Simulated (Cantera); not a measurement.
Mixture: CO : H2 : CH4 : O2 : N2 = 1 : 0.042 : 1.3 : 5.38 : 20.2 (molar parts), equivalence ratio 0.58, at 19.0 bar, adiabatic and at constant volume. Ignition delay is the time to a rise of 400 K.

Computed with Cantera and GRI-Mech 3.0 (53 species, 325 reactions). The pressure lies above the range GRI-Mech 3.0 was tuned for (to about 10 atm).

### Question
What does this change do: pressure from 19.0 bar to 6.10 bar?

### Answer
```json
[
 {"quantity": "delay at 1200 K", "before": "1.88 ms", "after": "5.10 ms"},
 {"quantity": "delay at 1350 K", "before": "0.317 ms", "after": "0.841 ms"},
 {"quantity": "delay at 1500 K", "before": "73.7 µs", "after": "0.184 ms"},
 {"quantity": "delay at 1650 K", "before": "21.8 µs", "after": "53.2 µs"},
 {"quantity": "delay at 1800 K", "before": "7.81 µs", "after": "19.5 µs"},
 {"quantity": "apparent activation energy between 1725 and 1875 K", "before": "170 kJ/mol", "after": "160 kJ/mol"}
]
```
